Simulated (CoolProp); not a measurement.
Vapour pressure (MPa) of dodecamethylcyclohexasiloxane (D6): the reference equation beside estimates from Tc = 645.8 K, pc = 0.9614 MPa, ω = 0.736.

Model: reference Helmholtz-energy equation of state, Colonna 2008, in CoolProp. It is a short technical equation, of lower accuracy than the large ones.

```tsv
T (K)	reference	Soave-Redlich-Kwong	Peng-Robinson
444.1	0.01366	0.01368	0.01440
453.9	0.01872	0.01881	0.01964
463.6	0.02513	0.02535	0.02627
473.4	0.03330	0.03372	0.03471
483.2	0.04347	0.04421	0.04523
492.9	0.05584	0.05701	0.05802
502.7	0.07102	0.07280	0.07374
512.5	0.08930	0.09187	0.09267
```

Absolute difference from the reference over all 8 rows, mean and median: Soave-Redlich-Kwong 1.5 and 1.5 %, Peng-Robinson 4.3 and 4.1 %.
